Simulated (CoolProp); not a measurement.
The numbers come from the reference Helmholtz-energy equation of state, Smukala 2000 in CoolProp.

Q: For ethylene, give the phase and the cp (kJ/(kg K)), cv (kJ/(kg K)), isothermal compressibility (1/MPa), fugacity coefficient at 252.3 K and 44.5 bar; 269.3 K and 44.5 bar.

A: 
- 252.3 K and 44.5 bar: liquid; cp 3.15, cv 1.36, isothermal compressibility 0.0121, fugacity coefficient 0.455
- 269.3 K and 44.5 bar: liquid; cp 4.39, cv 1.44, isothermal compressibility 0.0379, fugacity coefficient 0.614
